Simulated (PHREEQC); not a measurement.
PHREEQC input (ion-association model, wateq4f.dat):

```
SOLUTION_MASTER_SPECIES
  Amm  AmmH+  0  AmmH  17.031  # ammonia with no redox link, constants of NH4+
SOLUTION_SPECIES
  AmmH+ = AmmH+
    -log_k 0
  AmmH+ = Amm + H+
    -log_k -9.252
    -delta_h 12.48 kcal
    -analytic 0.6322 -0.001225 -2835.76
    -gamma 2.5 0.0
  AmmH+ + SO4-2 = AmmHSO4-
    -log_k 1.11
    -gamma 5.0 0.0
PHASES
  Amm(g)
    Amm = Amm
    -log_k 1.770
    -delta_h -8.170 kcal
EXCHANGE_SPECIES
  AmmH+ + X- = AmmHX
    -log_k 0.6
SOLUTION 1
  temp 25
  units mol/kgw
  pH 7 charge
  S(6) 0.001
  Si 3.8e-06
  B 0.0007
SOLUTION 2
  temp 25
  units mol/kgw
  pH 7 charge
  F 0.306
  Amm 0.088
  Si 0.02
END
SELECTED_OUTPUT 1
  -reset false
  -pH true
  -pe true
  -ionic_strength true
  -water true
  -totals Amm B F S Si S(-2) S(6)
  -molalities H+ H3BO3 F- SO4-2 H4SiO4 H3SiO4- H2SiO4-2 H2BO3- HSO4- H2S
    HS- S-2 O2 OH- BF(OH)3- BF2(OH)2- BF3OH- BF4- SiF6-2 HF
    HF2- H2F2 AmmH+ Amm AmmHSO4-
  -equilibrium_phases Chalcedony
PRINT
  -reset false
MIX 1
  1 1
  2 0
EQUILIBRIUM_PHASES 1
  Chalcedony 0 0
  O2(g) -0.68 10
END
# ... the last block is repeated for the other 10 points of share of solution B
```

Selected output (columns that matter, 11 of 11 rows; share of solution B added in front):

```
share of solution B	pH	mu	Amm	B	F	S	Si	m_H+	m_H3BO3	m_F-	m_SO4-2	m_HSO4-	m_OH-	m_BF4-
0	2.7506	0.0027457	0	0.0007	0	0.001	3.8e-06	0.0018728	0.0007	0	0.00087284	0.00012716	5.9743e-12	0
0.1	2.7284	0.013569	0.0087997	0.00062998	0.030599	0.00089997	0.0020034	0.0020691	1.9322e-06	0.0043504	0.00075015	9.6646e-05	6.0401e-12	0.00060485
0.2	2.7155	0.024347	0.017599	0.00055998	0.061198	0.00079998	0.0040029	0.0021828	9.949e-08	0.0089366	0.00064199	7.7652e-05	6.0669e-12	0.00055016
0.3	2.7089	0.035105	0.026399	0.00048999	0.091798	0.00069998	0.0060025	0.0022521	1.8943e-08	0.013187	0.00054416	6.2481e-05	6.1286e-12	0.00048422
0.4	2.7048	0.04586	0.035199	0.00041999	0.1224	0.00059999	0.0080021	0.0023019	5.8023e-09	0.017186	0.00045358	4.9838e-05	6.1955e-12	0.00041618
0.5	2.7018	0.056618	0.043999	0.00034999	0.153	0.00049999	0.010002	0.0023409	2.2375e-09	0.020984	0.0003686	3.8991e-05	6.2602e-12	0.00034738
0.6	2.6995	0.06738	0.052799	0.00028	0.1836	0.00039999	0.012001	0.0023733	9.6975e-10	0.024613	0.00028816	2.9483e-05	6.3207e-12	0.0002782
0.7	2.6976	0.078146	0.061599	0.00021	0.2142	0.0003	0.014001	0.0024013	4.3796e-10	0.028099	0.00021156	2.1014e-05	6.3765e-12	0.00020881
0.8	2.6959	0.088916	0.070399	0.00014	0.2448	0.0002	0.016001	0.002426	1.8961e-10	0.03146	0.00013826	1.3372e-05	6.4278e-12	0.00013929
0.9	2.6944	0.099691	0.0792	7e-05	0.2754	0.0001	0.018	0.0024485	6.5145e-11	0.034709	6.7842e-05	6.4049e-06	6.4749e-12	6.9676e-05
1	2.693	0.11047	0.088	0	0.306	0	0.02	0.0024691	0	0.037859	0	0	6.5181e-12	0
```

Species that the database lacks are ignored. wateq4f.dat counts part of the HF as a dimer, H2F2, which phreeqc.dat doesn't know; its constant is uncertain. SiF6-2 is the database's only silicon fluoride. Real BF4- forms and hydrolyses slowly; the run takes it at equilibrium.
